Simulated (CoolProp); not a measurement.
Vapour-liquid equilibrium of ethanol (1) + p-xylene (2) at 154.45 °C; x and y are mole fractions of (1).

Model: multi-fluid Helmholtz-energy mixture model, Schroeder 2014 and Zhou 2012; pair parameters Bell 2016, in CoolProp.

```csv
x,"bubble pressure, mixture model (kPa)","bubble pressure, Raoult's law (kPa)","y, mixture model","y, Raoult's law"
0.05,317.3,200.3,?,0.274
0.15,528.1,294.9,0.713,0.559
0.25,?,389.4,0.771,0.705
0.35,714.4,484.0,?,0.794
0.45,767.0,578.5,?,0.854
0.55,816.1,673.1,0.843,0.898
0.65,868.5,767.6,0.868,0.930
0.75,?,862.1,?,0.956
0.85,991.8,956.7,?,0.976
0.95,?,1051,0.978,0.993
```

Question: Some entries are withheld; supply them.

Answer: 
- 0.05, y, mixture model: 0.515
- 0.25, bubble pressure, mixture model (kPa): 643.9
- 0.35, y, mixture model: 0.800
- 0.45, y, mixture model: 0.822
- 0.75, bubble pressure, mixture model (kPa): 926.9
- 0.75, y, mixture model: 0.899
- 0.85, y, mixture model: 0.935
- 0.95, bubble pressure, mixture model (kPa): 1062

The largest gap from Raoult's law is +79.1 % in bubble pressure, at x = 0.15. No azeotrope shows between x = 0.05 and 0.95.

Pair parameters are fitted to limited data, so mixtures are less certain than the pure fluids. With so large a gap from Raoult's law the liquid may split in two, which this calculation doesn't test in full.
